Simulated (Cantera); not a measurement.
# Gas-phase reforming

A perfectly stirred reactor is fed with CH₄ : CO₂ = 1 : 0.37 (molar parts), at 0.987 atm; it is held at 1448 K, and followed from long to short residence time.

Computed with Cantera and GRI-Mech 3.0 (53 species, 325 reactions). GRI-Mech 3.0 stops at C3 and has no aromatics, soot or wall deposition, so with more carbon than oxygen in the feed, carbon stays in small species such as C2H2 where larger ones or solid carbon would form.

| τ (s) | x CH₄ | x CO₂ | x H₂O | x CH₂CO | x HO₂ |
|---|---|---|---|---|---|
| 6.8 | 0.205 | 0.0530 | 0.115 | 1.38e-5 | <1e-12 |
| 2.6 | 0.300 | 0.100 | 0.0985 | 1.16e-5 | <1e-12 |
| 0.99 | 0.437 | 0.172 | 0.0530 | 5.67e-6 | <1e-12 |
| 0.37 | 0.566 | 0.228 | 0.0172 | 1.63e-6 | <1e-12 |
| 0.14 | 0.651 | 0.255 | 0.00394 | 3.20e-7 | <1e-12 |
| 0.054 | 0.697 | 0.265 | 0.000703 | 4.28e-8 | <1e-12 |
| 0.021 | 0.718 | 0.269 | 0.000104 | 3.90e-9 | <1e-12 |
| 0.0078 | 0.726 | 0.270 | 1.45e-5 | 2.69e-10 | <1e-12 |
| 0.0030 | 0.729 | 0.270 | 2.97e-6 | 2.06e-11 | <1e-12 |
x: mole fraction; the columns are a selection and need not sum to one.
